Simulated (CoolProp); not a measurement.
Properties of methanol along the isotherm 620 K.

Values from CoolProp's reference Helmholtz-energy equation of state, de Reuck 1993.

```
p (MPa)  phase       Z  fugacity coefficient
-------  -----  ------  --------------------
0.373      gas  0.9925                0.9926
0.747      gas  0.9849                0.9851
1.12       gas  0.9771                0.9777
1.49       gas  0.9694                0.9703
1.87       gas  0.9613                0.9627
2.24       gas  0.9534                0.9553
2.61       gas  0.9453                0.9480
2.99       gas  0.9371                0.9405
3.36       gas  0.9290                0.9331
3.73       gas  0.9208                0.9259
4.11       gas  0.9125                0.9184
```
